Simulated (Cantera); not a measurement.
Input (Python, Cantera) and output of one run.

```python
import numpy as np
import cantera as ct

gas_names = """
    Cu CuO Cu2 H HNO HNO2 HNO3 HO2 H2 H2O H2O2 N NH NH2 NH3 NH2OH NO NO2 NO3 N2 N2H2 N2H4 N2O O OH O2 O3
""".split()
cond_names = """
    Cu(cr) Cu(L) CuO(s) CuO2H2(s) Cu2O(s) Cu2O(L) H2O(s) H2O(L)
""".split()


# ... load() reads the species with a 1 bar reference pressure and builds the phases ...
atoms = {
    'CuO': {'Cu': 1, 'O': 1},
    'H2': {'H': 2},
    'N2': {'N': 2},
}
top_T = {'CuO(s)': 1390}  # K; cautious upper limits of use, not melting points


# ... equilibrate(T, P, feed) seeds the gas with the atoms and calls Mixture.equilibrate('TP', solver="vcs", rtol=1e-11, max_steps=5000) ...
results = []
feed = {'CuO': 1, 'H2': 3.9, 'N2': 42}  # mol
for P in [10, 32, 100, 320, 1000, 3200, 10000, 32000, 100000, 320000, 1000000]:
    for T in [1073, 1173, 1273, 1373, 1473, 1573, 1673, 1773, 1873]:
        mix = equilibrate(T, P, feed)
        results.append((T, P, feed, dict(zip(mix.species_names, mix.species_moles))))

for T, P, feed, n in results:
    print(f"{T:7g} {P:10.4g}  " + (" + ".join(c for c in cond_names if n.get(c, 0) > 1e-12) or "gas only"))
```

Result:

```
   1073         10  Cu(cr)
   1173         10  Cu(cr)
   1273         10  Cu(cr)
   1373         10  Cu(L)
   1473         10  gas only
   1573         10  gas only
   1673         10  gas only
   1773         10  gas only
   1873         10  gas only
   1073         32  Cu(cr)
   1173         32  Cu(cr)
   1273         32  Cu(cr)
   1373         32  Cu(L)
   1473         32  Cu(L)
   1573         32  gas only
   1673         32  gas only
   1773         32  gas only
   1873         32  gas only
   1073        100  Cu(cr)
   1173        100  Cu(cr)
   1273        100  Cu(cr)
   1373        100  Cu(L)
   1473        100  Cu(L)
   1573        100  gas only
   1673        100  gas only
   1773        100  gas only
   1873        100  gas only
   1073        320  Cu(cr)
   1173        320  Cu(cr)
   1273        320  Cu(cr)
   1373        320  Cu(L)
   1473        320  Cu(L)
   1573        320  Cu(L)
   1673        320  gas only
   1773        320  gas only
   1873        320  gas only
   1073       1000  Cu(cr)
   1173       1000  Cu(cr)
   1273       1000  Cu(cr)
   1373       1000  Cu(L)
   1473       1000  Cu(L)
   1573       1000  Cu(L)
   1673       1000  Cu(L)
   1773       1000  gas only
   1873       1000  gas only
   1073       3200  Cu(cr)
   1173       3200  Cu(cr)
   1273       3200  Cu(cr)
   1373       3200  Cu(L)
   1473       3200  Cu(L)
   1573       3200  Cu(L)
   1673       3200  Cu(L)
   1773       3200  Cu(L)
   1873       3200  gas only
   1073      1e+04  Cu(cr)
   1173      1e+04  Cu(cr)
   1273      1e+04  Cu(cr)
   1373      1e+04  Cu(L)
   1473      1e+04  Cu(L)
   1573      1e+04  Cu(L)
   1673      1e+04  Cu(L)
   1773      1e+04  Cu(L)
   1873      1e+04  Cu(L)
   1073    3.2e+04  Cu(cr)
   1173    3.2e+04  Cu(cr)
   1273    3.2e+04  Cu(cr)
   1373    3.2e+04  Cu(L)
   1473    3.2e+04  Cu(L)
   1573    3.2e+04  Cu(L)
   1673    3.2e+04  Cu(L)
   1773    3.2e+04  Cu(L)
   1873    3.2e+04  Cu(L)
   1073      1e+05  Cu(cr)
   1173      1e+05  Cu(cr)
   1273      1e+05  Cu(cr)
   1373      1e+05  Cu(L)
   1473      1e+05  Cu(L)
   1573      1e+05  Cu(L)
   1673      1e+05  Cu(L)
   1773      1e+05  Cu(L)
   1873      1e+05  Cu(L)
   1073    3.2e+05  Cu(cr)
   1173    3.2e+05  Cu(cr)
   1273    3.2e+05  Cu(cr)
   1373    3.2e+05  Cu(L)
   1473    3.2e+05  Cu(L)
   1573    3.2e+05  Cu(L)
   1673    3.2e+05  Cu(L)
   1773    3.2e+05  Cu(L)
   1873    3.2e+05  Cu(L)
   1073      1e+06  Cu(cr)
   1173      1e+06  Cu(cr)
   1273      1e+06  Cu(cr)
   1373      1e+06  Cu(L)
   1473      1e+06  Cu(L)
   1573      1e+06  Cu(L)
   1673      1e+06  Cu(L)
   1773      1e+06  Cu(L)
   1873      1e+06  Cu(L)
```

Equilibrium computed with Cantera from the NASA thermochemical tables; the gas is ideal and each condensed phase is pure.
